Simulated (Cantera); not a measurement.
## Ammonia decomposition in nitride growth gas

A perfectly stirred reactor is fed with NH3 : N2 = 1 : 0.26 (molar parts), at 2670 Pa; it is held at 2200 K, and followed from long to short residence time.

Detailed kinetics in Cantera: the gas-phase N/H chemistry of the illustrative SiF4/NH3 mechanism in the Surface Chemkin manual (1991). Walls and surfaces, which speed up NH3 decomposition in real reactors, are not modelled.

| τ (s) | x NH3 | x N2H4 | x N2H2 | x NH | x H |
|---|---|---|---|---|---|
| 17 | 0.00149 | 7.91e-12 | 2.86e-8 | 1.51e-5 | 0.00754 |
| 4.1 | 0.0180 | 1.41e-10 | 2.25e-7 | 2.18e-5 | 0.00259 |
| 1.0 | 0.0749 | 9.38e-10 | 1.03e-6 | 3.40e-5 | 0.00149 |
| 0.24 | 0.235 | 4.57e-9 | 3.97e-6 | 4.93e-5 | 0.000819 |
| 0.059 | 0.498 | 1.37e-8 | 1.05e-5 | 5.73e-5 | 0.000355 |
| 0.014 | 0.699 | 2.52e-8 | 1.65e-5 | 4.90e-5 | 0.000113 |
| 0.0035 | 0.770 | 2.83e-8 | 1.53e-5 | 3.33e-5 | 2.97e-5 |
x: mole fraction; the columns are a selection and need not sum to one.
